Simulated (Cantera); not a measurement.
Charge: 1 mol CH2F2, 0.27 mol HCl, equilibrated at 0.720 bar.

These are equilibrium values from Cantera (NASA tables, ideal gas, pure condensed phases), not measurements of a reactor. Candidate condensed phases: C, C6H6, C7H8, C8H18; 118 gas species. The numbers say what is thermodynamically allowed, not how fast it happens. All values below are at 2573 K.

Base state: HF 0.867, HCl 0.0919, Cl 0.0251, H2 0.0108, H 0.00421, F 0.000848, C2H2 (acetylene) 0.000158, CF2 3.58e-5 (mole fractions); condensed: C(graphite).

**Question.** What changes in the equilibrium state with this change: HCl from 0.27 to 0.038 mol?

**Answer.** 
| species | before | after |
|---|---|---|
| HF | 0.867 | 0.974 |
| HCl | 0.0919 | 0.0123 |
| Cl | 0.0251 | 0.00629 |
| H2 | 0.0108 | 0.00307 |
| Cl2 | 2.74e-5 | 1.71e-6 |
| C2HCl | 1.72e-5 | 2.30e-6 |
| CF2 | 3.58e-5 | 0.000159 |
| C2H2 (acetylene) | 0.000158 | 4.48e-5 |
| CF | 3.44e-5 | 7.26e-5 |
| C(graphite), mol | 0.999 | 0.999 |
